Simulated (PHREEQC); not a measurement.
Make-up at 25 °C: 2.6 mmol/kgw HCl, 0.25 mmol/kgw MnSO4 and 0.14 mmol/kgw MgSO4. Closed to the air; pH follows from the charge balance.

All values are PHREEQC results (ion-association model, phreeqc.dat), not measurements.

Each row changes one thing in this solution. Precipitation was switched off in this run.

```json
[
 {"case": "as made", "pH": "2.62", "ionic strength (mol/kgw)": "0.00398", "SO4-2 (mol/kgw)": "0.000316", "HSO4- (mol/kgw)": "6.00e-5"},
 {"case": "MgSO4 left out", "pH": "2.62", "ionic strength (mol/kgw)": "0.00349", "SO4-2 (mol/kgw)": "0.000205", "HSO4- (mol/kgw)": "3.98e-5"},
 {"case": "MnSO4 from 0.00025 to 0.0025 mol/kgw", "pH": "2.68", "ionic strength (mol/kgw)": "0.0111", "SO4-2 (mol/kgw)": "0.00199", "HSO4- (mol/kgw)": "0.000296"},
 {"case": "0.00018 mol/kgw NH3 added", "pH": "2.65", "ionic strength (mol/kgw)": "0.00399", "SO4-2 (mol/kgw)": "0.000319", "HSO4- (mol/kgw)": "5.64e-5"},
 {"case": "temperature from 25 to 5 °C", "pH": "2.62", "ionic strength (mol/kgw)": "0.00403", "SO4-2 (mol/kgw)": "0.000337", "HSO4- (mol/kgw)": "4.36e-5"},
 {"case": "MgSO4 from 0.00014 to 7e-05 mol/kgw", "pH": "2.62", "ionic strength (mol/kgw)": "0.00374", "SO4-2 (mol/kgw)": "0.000261", "HSO4- (mol/kgw)": "5.01e-5"},
 {"case": "MgSO4 replaced by Na2SO4 at the same molality", "pH": "2.62", "ionic strength (mol/kgw)": "0.00386", "SO4-2 (mol/kgw)": "0.000320", "HSO4- (mol/kgw)": "6.10e-5"},
 {"case": "MnSO4 replaced by NaHSO4 at the same molality", "pH": "2.58", "ionic strength (mol/kgw)": "0.00375", "SO4-2 (mol/kgw)": "0.000317", "HSO4- (mol/kgw)": "6.65e-5"}
]
```

Away from 25 °C the constants follow the database's enthalpies or fits; those with neither stay at their 25 °C values.
